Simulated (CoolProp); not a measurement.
Saturated liquid density (kg/m³) of R227EA: the reference equation beside estimates from Tc = 374.9 K, pc = 29.25 bar, ω = 0.358.

Model: reference Helmholtz-energy equation of state, Lemmon 2016, in CoolProp.

```
T (K)  reference  van der Waals  Soave-Redlich-Kwong  Peng-Robinson
-----  ---------  -------------  -------------------  -------------
261.4       1528          912.9                 1401           1586
266         1512          903.1                 1385           1568
270.6       1495          893.1                 1368           1549
275.2       1478          882.8                 1350           1530
279.8       1461          872.2                 1332           1509
284.4       1443          861.4                 1313           1488
289         1425          850.2                 1293           1467
293.6       1407          838.7                 1273           1444
298.2       1387          826.9                 1251           1420
302.8       1368          814.7                 1229           1395
307.4       1347          802.0                 1206           1368
```

Absolute difference from the reference over all 11 rows, mean and median: van der Waals 40.3 and 40.3 %, Soave-Redlich-Kwong 9.2 and 9.0 %, Peng-Robinson 3.0 and 3.1 %.
